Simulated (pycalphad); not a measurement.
Phase fractions of Sn-14.85Si (at.%)

Source of the numbers: pycalphad with the COST 507 light-alloy database (1999); pressure 1 atm. These are 1990s assessments: newer ones move some temperatures and phases. Amounts are mole fractions of atoms.

```tsv
T (K)	liquid	diamond (Si)
1510	1.000	-
1430	0.939	0.061
1350	(withheld)	(withheld)
1270	0.878	0.122
1190	0.866	0.134
1110	0.859	0.141
1030	(withheld)	(withheld)
950	0.853	0.147
870	0.852	0.148
790	0.852	0.148
710	0.852	0.148
630	0.852	0.148
550	0.852	0.148
```

**Question.** What belongs in the gaps?

**Answer.** 
- 1350, liquid: 0.899
- 1350, diamond (Si): 0.101
- 1030, liquid: 0.855
- 1030, diamond (Si): 0.145
